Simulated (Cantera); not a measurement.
A closed system holds: 1 mol Fe2O3, a varied amount of C, 3.5 mol N2, equilibrated at 1602 °C and 1.20 mbar.

Equilibrium computed with Cantera from the NASA thermochemical tables; the gas is ideal and each condensed phase is pure. Candidate condensed phases: C, Fe, Fe(CO)5, FeO, Fe2O3, Fe3O4; 27 gas species. The tables' stoichiometric FeO is somewhat more stable than real wüstite, so its field is too wide. FeO: taken at fixed stoichiometry. Kinetics and transport are ignored.

Question: At 1.1 mol C, list the 6 most abundant gas species with their mole fractions, and the condensed phases.

Answer: N2 0.722, CO 0.197, Fe 0.0503, CO2 0.0296, FeO 0.000450, NO 2.08e-5. Condensed: FeO(l).
